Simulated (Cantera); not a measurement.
Charge: 1 mol MgO, 1.4 mol CO, 0.53 mol CH₄, at 0.000620 bar.

Equilibrium computed with Cantera from the NASA thermochemical tables; the gas is ideal and each condensed phase is pure. Candidate condensed phases: C, C₆H₆, C₇H₈, C₈H₁₈, H₂O, Mg, MgCO₃, MgO, Mg(OH)₂; 116 gas species. Kinetics and transport are ignored.

**Question.** Which condensed phases are stable at each of these points (T (°C)): 825, 875, 925, 975, 1025, 1075, 1125, 1175, 1225?

**Answer.** 
```csv
T (°C),condensed phases,Mg condensed (%)
825,C(graphite) + MgO(s),100.0
875,C(graphite) + MgO(s),100.0
925,C(graphite) + MgO(s),100.0
975,C(graphite) + MgO(s),100.0
1025,C(graphite) + MgO(s),99.7
1075,C(graphite) + MgO(s),97.5
1125,C(graphite) + MgO(s),79.2
1175,MgO(s),47.0
1225,MgO(s),47.0
```

From 825 °C to 1125 °C the condensed part is C(graphite) + MgO(s). From 1175 °C to 1225 °C the condensed part is MgO(s).
